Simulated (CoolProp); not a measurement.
Saturation properties of CH2F2 (R32).

The numbers come from the reference Helmholtz-energy equation of state, Tillner-Roth 1997 in CoolProp.

| T (°C) | p (MPa) | liquid density (kg/m³) | vapour density (kg/m³) | liquid cp (kJ/(kg K)) | liquid viscosity (µPa s) | vapour viscosity (µPa s) |
|---|---|---|---|---|---|---|
| -90.65 | 0.008423 | 1316 | 0.2912 | 1.559 | 567 | 8.08 |
| -74.85 | 0.02645 | 1275 | 0.8496 | 1.563 | 428 | 8.80 |
| -58.95 | 0.06884 | 1233 | 2.079 | 1.577 | 333 | 9.53 |
| -43.15 | 0.1535 | 1189 | 4.416 | 1.601 | 266 | 10.3 |
| -27.25 | 0.3059 | 1143 | 8.503 | 1.639 | 215 | 11.0 |
| -11.45 | 0.5539 | 1093 | 15.10 | 1.692 | 176 | 11.8 |
| 4.45 | 0.9354 | 1040 | 25.45 | 1.770 | 144 | 12.6 |
| 20.25 | 1.485 | 980.4 | 41.16 | 1.888 | 119 | 13.5 |
| 36.15 | 2.254 | 911.7 | 65.50 | 2.090 | 96.8 | 14.6 |
| 52.05 | 3.292 | 827.0 | 104.9 | 2.520 | 77.9 | 16.1 |

It boils at -51.7 °C under 1 atm.

Viscosity comes from a separate model (Bell 2016), an estimate that may be off by 10 % or more.
